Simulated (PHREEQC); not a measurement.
0.018 g of hydrous ferric oxide (600 m²/g; 0.2 weak and 0.005 strong sites per Fe, Dzombak-Morel constants, diffuse double layer) in 1 kg of water with 0.1 mol/kgw of an inert sodium salt, at 25 °C; the pH is set by adding NaOH or the inert anion's acid. Oxygen is held at 0.21 atm. No CO2 enters from the air. Precipitation was switched off in this run.

Base run: PHREEQC, ion-association model, wateq4f.dat. Each further column changes one thing. The table gives surface charge σ (C/m²).

```json
[
 {"pH": "3", "base": "0.363", "background salt from 0.1 to 0.01 mol/kgw": "[?]", "oxide from 0.018 to 0.09 g/kgw": "0.363", "4.6e-06 mol/kgw Na2SeO4 added": "[?]"},
 {"pH": "4.33", "base": "0.291", "background salt from 0.1 to 0.01 mol/kgw": "[?]", "oxide from 0.018 to 0.09 g/kgw": "0.291", "4.6e-06 mol/kgw Na2SeO4 added": "0.252"},
 {"pH": "5", "base": "0.215", "background salt from 0.1 to 0.01 mol/kgw": "[?]", "oxide from 0.018 to 0.09 g/kgw": "0.215", "4.6e-06 mol/kgw Na2SeO4 added": "0.195"},
 {"pH": "6.33", "base": "0.085", "background salt from 0.1 to 0.01 mol/kgw": "0.036", "oxide from 0.018 to 0.09 g/kgw": "0.085", "4.6e-06 mol/kgw Na2SeO4 added": "[?]"},
 {"pH": "7.67", "base": "0.016", "background salt from 0.1 to 0.01 mol/kgw": "0.006", "oxide from 0.018 to 0.09 g/kgw": "0.016", "4.6e-06 mol/kgw Na2SeO4 added": "0.016"},
 {"pH": "9", "base": "-0.034", "background salt from 0.1 to 0.01 mol/kgw": "-0.013", "oxide from 0.018 to 0.09 g/kgw": "-0.034", "4.6e-06 mol/kgw Na2SeO4 added": "-0.034"},
 {"pH": "9.67", "base": "-0.071", "background salt from 0.1 to 0.01 mol/kgw": "[?]", "oxide from 0.018 to 0.09 g/kgw": "-0.071", "4.6e-06 mol/kgw Na2SeO4 added": "-0.071"},
 {"pH": "11", "base": "-0.190", "background salt from 0.1 to 0.01 mol/kgw": "[?]", "oxide from 0.018 to 0.09 g/kgw": "-0.190", "4.6e-06 mol/kgw Na2SeO4 added": "-0.190"}
]
```

Q: Complete the blanks.

A: 
- 3, background salt from 0.1 to 0.01 mol/kgw: 0.324
- 3, 4.6e-06 mol/kgw Na2SeO4 added: 0.305
- 4.33, background salt from 0.1 to 0.01 mol/kgw: 0.178
- 5, background salt from 0.1 to 0.01 mol/kgw: 0.113
- 6.33, 4.6e-06 mol/kgw Na2SeO4 added: 0.084
- 9.67, background salt from 0.1 to 0.01 mol/kgw: -0.029
- 11, background salt from 0.1 to 0.01 mol/kgw: -0.099

The oxide is taken as insoluble; below pH 4 it would dissolve.
